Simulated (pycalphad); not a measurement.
Phase fractions of Ti-3.117Hf-0.1821B (wt.%)

Computed with pycalphad from the COST 507 light-alloy database (1999), at 1 atm. The database dates from 1999; later assessments differ in places, in temperatures and in the compounds included. Amounts are mole fractions of atoms. Kinetics are ignored, which matters at the lower temperatures.

```
T (°C)  LIQUID  BCC_A2     BM  HCP_A3
------  ------  ------  -----  ------
1677     1.000       -      -       -
1577     0.153   0.847      -       -
1477         -   0.988  0.012       -
1377         -   0.988  0.012       -
1277         -   0.987  0.013       -
1177         -   0.987  0.013       -
1077         -   0.987  0.013       -
977          -   0.986  0.014       -
877          -   0.986  0.014       -
777          -       -  0.014   0.986
677          -       -  0.015   0.985
577          -       -  0.015   0.985
477          -       -  0.016   0.984
377          -       -  0.016   0.984
277          -       -  0.016   0.984
```

Database names, with the compositions (at.%) that they take in these runs: BM: Ti 50 B 50. BCC_A2 is bcc; HCP_A3 is hcp.
